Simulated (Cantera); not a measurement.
A perfectly stirred reactor is fed with 17.1 % H2, 9.52 % O2, 73.3 % N2, at 165 Torr; it is held at 900 K, and followed from long to short residence time.

Detailed kinetics in Cantera: GRI-Mech 3.0 (53 species, 325 reactions). Below about 950 K walls govern HO2 and H2O2 in real vessels. The temperature is held fixed by assumption; the heat of reaction is taken as removed at once.

One state of this run: x H2 = 0.00611; x O2 = 0.0134; x H2O2 = 3.95e-7; x NO = 1.66e-8; x NO2 = 6.53e-11. x: mole fraction; the columns are a selection and need not sum to one.

Problem. Which value of τ (s) does it belong to?
A. 1.1
B. 0.10
C. 0.34
D. 0.030

Solution. A, 1.1
